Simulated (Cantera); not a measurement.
A closed system holds: 1 mol SiH2Cl2, 0.06 mol Cl2, 21 mol H2, held at 75.0 Torr.

Equilibrium computed with Cantera from the NASA thermochemical tables; the gas is ideal and each condensed phase is pure. Candidate condensed phases: Si; 19 gas species. The tables' values for SiCl3, SiCl are old estimates; treat these amounts as uncertain. Gases not in the tables: Si2H6 and higher silanes. Kinetics and transport are ignored.

x: gas mole fraction; n: condensed amount in mol.

| T (K) | x H2 | x HCl | x SiCl2 | x SiCl4 | x SiHCl3 | n Si(s) | n Si(l) |
|---|---|---|---|---|---|---|---|
| 1173 | 0.945 | 0.0380 | 0.00347 | 0.00744 | (withheld) | 0.609 | 0 |
| 1248 | 0.935 | 0.0496 | 0.00660 | 0.00395 | (withheld) | 0.649 | 0 |
| 1323 | 0.928 | 0.0574 | 0.00971 | 0.00157 | (withheld) | 0.669 | 0 |
| 1398 | 0.925 | 0.0609 | 0.0118 | 0.000517 | (withheld) | 0.673 | 0 |
| 1473 | 0.924 | 0.0620 | 0.0131 | 0.000165 | (withheld) | 0.670 | 0 |
| 1548 | 0.923 | 0.0621 | 0.0139 | 5.53e-5 | (withheld) | 0.664 | 0 |
| 1623 | 0.923 | 0.0617 | 0.0144 | 2.01e-5 | (withheld) | 0.657 | 0 |
| 1698 | 0.923 | 0.0615 | 0.0147 | 7.91e-6 | (withheld) | 0 | 0.652 |
| 1773 | 0.922 | 0.0633 | 0.0140 | 3.35e-6 | (withheld) | 0 | 0.671 |

What belongs in the gaps?


- 1173, x SiHCl3: 0.00432
- 1248, x SiHCl3: 0.00262
- 1323, x SiHCl3: 0.00129
- 1398, x SiHCl3: 0.000551
- 1473, x SiHCl3: 0.000231
- 1548, x SiHCl3: 0.000100
- 1623, x SiHCl3: 4.65e-5
- 1698, x SiHCl3: 2.28e-5
- 1773, x SiHCl3: 1.14e-5
